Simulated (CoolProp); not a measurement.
Values from CoolProp's reference Helmholtz-energy equation of state, Span 2000.

Q: Give the vapour pressure (MPa), liquid density (kg/m³), vapour density (kg/m³), enthalpy of vaporisation (kJ/kg) of saturated nitrogen at -178.25, -175.35, -169.65 °C.

A: 
```csv
T (°C),p (MPa),liquid density (kg/m³),vapour density (kg/m³),enthalpy of vaporisation (kJ/kg)
-178.25,0.536,719,22.1,172
-175.35,0.666,702,27.3,166
-169.65,0.984,667,40.6,153
```
